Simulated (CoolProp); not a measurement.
Aqueous ethanol as a coolant, at 40 °C, 1 atm.

Computed with CoolProp (Melinder's fits for secondary coolants).

| mass % | freezing point (°C) | conductivity (W/(m K)) | Prandtl number | cp (kJ/(kg K)) | viscosity (mPa s) |
|---|---|---|---|---|---|
| 1.9 | -0.8 | 0.615 | 4.73 | 4.205 | 0.692 |
| 6.6 | -2.7 | 0.578 | 5.88 | 4.238 | 0.802 |
| 11.3 | -5.1 | 0.543 | 7.31 | 4.281 | 0.928 |
| 16.1 | -8.2 | 0.510 | 8.97 | 4.312 | 1.06 |
| 20.8 | -11.8 | 0.479 | 10.7 | 4.319 | 1.18 |
| 25.5 | -15.9 | 0.450 | 12.3 | 4.301 | 1.29 |
| 30.3 | -20.4 | 0.422 | 13.8 | 4.258 | 1.37 |
| 35 | -24.9 | 0.396 | 15.1 | 4.197 | 1.42 |
| 39.8 | -29.4 | 0.370 | 16.2 | 4.123 | 1.46 |
| 44.5 | -33.4 | 0.347 | 17.1 | 4.044 | 1.47 |
| 49.2 | -37.0 | 0.325 | 17.9 | 3.957 | 1.47 |
